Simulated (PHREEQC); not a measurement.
Consider water at 25 °C with 0.21 mol KHSO4 per kg of water. Closed to the air; pH follows from the charge balance.

Model: ion-association model, wateq4f.dat, run in PHREEQC.

```tsv
quantity	before	after
pH	1.20	12.22
ionic strength (mol/kgw)	0.333	1.19
K+ (mol/kgw)	0.191	0.626
```

Task: Which change was made?
A. KHSO4 replaced by K3PO4 at the same molality
B. KHSO4 from 0.21 to 0.315 mol/kgw
C. temperature from 25 to 5 °C
D. diluted 5-fold with water
E. temperature from 25 to 40 °C

Result: A, KHSO4 replaced by K3PO4 at the same molality

No solid was allowed to form. The ionic strength passes 0.7 mol/kgw, the rough limit of the ion-association models, in after.
